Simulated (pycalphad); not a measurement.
**Effect of Fe content in Al-Mg-Si-Fe**

CALPHAD calculation (pycalphad, COST 507 light-alloy database (1999)), 1 atm. The data set is of 1999 and partly superseded. Not assessed as a whole: an extrapolation from subsystems, which can miss ternary compounds. Phase fractions are per mole of atoms.

One of these alloys has its liquidus at 1038 K, its solidus at 910 K, and holds FCC_A1 0.90, AL13FE4 0.08, ALFESI_ALPHA 0.02 at 730 K. Which?
A) Al-0.31Mg-0.21Si-2.24Fe (at.%)
B) Al-0.31Mg-0.21Si-0.56Fe (at.%)
C) Al-0.31Mg-0.21Si-0.84Fe (at.%)
D) Al-0.31Mg-0.21Si-0.14Fe (at.%)
E) Al-0.31Mg-0.21Si-1.12Fe (at.%)
F) Al-0.31Mg-0.21Si-0.28Fe (at.%)

A, Al-0.31Mg-0.21Si-2.24Fe (at.%). The others: Al-0.31Mg-0.21Si-0.14Fe (at.%), liquidus 930, solidus 910; Al-0.31Mg-0.21Si-0.28Fe (at.%), liquidus 929, solidus 910; Al-0.31Mg-0.21Si-0.56Fe (at.%), liquidus 927, solidus 910; Al-0.31Mg-0.21Si-0.84Fe (at.%), liquidus 925, solidus 910; Al-0.31Mg-0.21Si-1.12Fe (at.%), liquidus 954, solidus 910

Database names, with the compositions (at.%) that they take in these runs: AL13FE4: Al 76 Fe 24; ALFESI_ALPHA: Al 72-74 Fe 19 Si 7-9. FCC_A1 is fcc.
